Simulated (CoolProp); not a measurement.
Vapour-liquid equilibrium of R125 (1) + R227EA (2) at 0.324 MPa; x and y are mole fractions of (1).

Model: multi-fluid Helmholtz-energy mixture model, Lemmon 2005 and Lemmon 2016; pair parameters Bell 2016, in CoolProp.

Q: Give the bubble temperature and the first vapour's composition at x = 0.35, 0.8, 0.95. Is there an azeotrope?

A: x = 0.35: 270.5 K, y = 0.622; x = 0.8: 256.6 K, y = 0.930; x = 0.95: 253.1 K, y = 0.984. No azeotrope shows between x = 0.05 and 0.95.

The pair parameters rest on a limited set of measurements; away from them the model extrapolates.
